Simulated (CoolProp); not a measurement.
The fluid at 463.76 K and 0.0695 MPa is throttled through a valve to 0.0296 MPa with no heat exchange. The same conditions are run with several fluids, on thermodynamics alone (safety and materials aside).

Values from CoolProp's reference Helmholtz-energy equation of state of each fluid (decamethyltetrasiloxane (MD2M): Thol 2017; R152A: Outcalt 1996; R404A: Lemmon 2003; carbon monoxide: Lemmon 2006; water: Wagner 2002). Blends and air are pseudo-pure fits.

Question: Rank decamethyltetrasiloxane (MD2M), R152A, R404A, carbon monoxide, water by temperature change (K), highest first.

Answer: carbon monoxide (-0.0), R404A (-0.2), R152A (-0.3), decamethyltetrasiloxane (MD2M) (-0.7), water (-1.0)

| fluid | final density (kg/m³) |
|---|---|
| decamethyltetrasiloxane (MD2M) | 2.44 |
| R152A | 0.508 |
| R404A | 0.750 |
| carbon monoxide | 0.215 |
| water | 0.139 |
